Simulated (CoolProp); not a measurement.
Computed with CoolProp (reference Helmholtz-energy equation of state, Akasaka 2020).

Q: Give the vapour pressure (kPa), liquid density (kg/m³), vapour density (kg/m³), liquid cp (kJ/(kg K)) of saturated R1123 at -10.85, 25.95 °C.

A: 
```
T (°C)  p (kPa)  liquid density (kg/m³)  vapour density (kg/m³)  liquid cp (kJ/(kg K))
------  -------  ----------------------  ----------------------  ---------------------
-10.85      779                    1170                    34.5                   1.43
25.95      2170                     992                     104                   1.76
```
